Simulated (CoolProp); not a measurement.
Values from CoolProp's reference Helmholtz-energy equation of state, Tillner-Roth 1997.

**Question.** Give the vapour pressure (MPa), liquid density (kg/m³), liquid cp (kJ/(kg K)), surface tension (mN/m) of saturated CH2F2 (R32) at 251.3, 288.1, 300.3 K.

**Answer.** 
```csv
T (K),p (MPa),liquid density (kg/m³),liquid cp (kJ/(kg K)),surface tension (mN/m)
251.3,0.378,1130,1.65,14.9
288.1,1.28,1000,1.84,8.43
300.3,1.79,952,1.96,6.45
```

Surface tension comes from a separate correlation (Mulero 2012).
